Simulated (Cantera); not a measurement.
A perfectly stirred reactor is fed with H₂ : O₂ : N₂ : H₂O = 1 : 0.333 : 1.17 : 0.092 (molar parts), equivalence ratio 1.5, at 11300 Torr; it is adiabatic with a 625 K inlet, and is followed from long to short residence time, starting on the burning branch (τ in s: 0.067, 0.03, 0.013, 0.0058, 0.0026, 0.0011, 0.0005, 0.00022, 9.8e-05, 4.3e-05, 1.9e-05).

Detailed kinetics in Cantera: the H2/O2 subset of GRI-Mech 3.0, which has no nitrogen chemistry. The hydrogen kinetics of GRI-Mech 3.0 are dated; newer H2 mechanisms differ, most at raised pressure. The pressure lies above the range GRI-Mech 3.0 was tuned for (to about 10 atm).

Q: What does this change do: pressure from 11300 Torr to 3750 Torr?

A: 
```tsv
quantity	before	after
blow-out, bracketed by the residence times tried	burning at 19.0 µs, the shortest tried	burning at 19.0 µs, the shortest tried
x(H₂) at τ = 67.0 ms	0.147	0.146
x(O₂) at τ = 67.0 ms	1.30e-5	3.38e-5
x(H₂O) at τ = 67.0 ms	0.333	0.332
x(OH) at τ = 67.0 ms	0.00108	0.00176
x(H) at τ = 67.0 ms	0.00234	0.00388
x(H₂) at τ = 1.10 ms	0.147	0.145
x(O₂) at τ = 1.10 ms	0.000131	0.000271
x(H₂O) at τ = 1.10 ms	0.333	0.329
x(OH) at τ = 1.10 ms	0.00147	0.00321
x(H) at τ = 1.10 ms	0.00323	0.00739
```

Q: What does this change do: pressure from 11300 Torr to 750 Torr?

A: 
```csv
quantity,before,after
"blow-out, bracketed by the residence times tried","burning at 19.0 µs, the shortest tried","burning at 19.0 µs, the shortest tried"
x(H₂) at τ = 67.0 ms,0.147,0.145
x(O₂) at τ = 67.0 ms,1.30e-5,0.000139
x(H₂O) at τ = 67.0 ms,0.333,0.329
x(OH) at τ = 67.0 ms,0.00108,0.00356
x(H) at τ = 67.0 ms,0.00234,0.00822
x(H₂) at τ = 1.10 ms,0.147,0.140
x(O₂) at τ = 1.10 ms,0.000131,0.00147
x(H₂O) at τ = 1.10 ms,0.333,0.314
x(OH) at τ = 1.10 ms,0.00147,0.00934
x(H) at τ = 1.10 ms,0.00323,0.0275
```

Q: What does this change do: inlet temperature 625 to 675 K?

A: 
```
quantity                                                                          before                                   after
------------------------------------------------  --------------------------------------  --------------------------------------
blow-out, bracketed by the residence times tried  burning at 19.0 µs, the shortest tried  burning at 19.0 µs, the shortest tried
x(H₂) at τ = 67.0 ms                                                               0.147                                   0.147
x(O₂) at τ = 67.0 ms                                                             1.30e-5                                 1.71e-5
x(H₂O) at τ = 67.0 ms                                                              0.333                                   0.333
x(OH) at τ = 67.0 ms                                                             0.00108                                 0.00132
x(H) at τ = 67.0 ms                                                              0.00234                                 0.00274
x(H₂) at τ = 1.10 ms                                                               0.147                                   0.147
x(O₂) at τ = 1.10 ms                                                            0.000131                                0.000124
x(H₂O) at τ = 1.10 ms                                                              0.333                                   0.332
x(OH) at τ = 1.10 ms                                                             0.00147                                 0.00168
x(H) at τ = 1.10 ms                                                              0.00323                                 0.00354
```
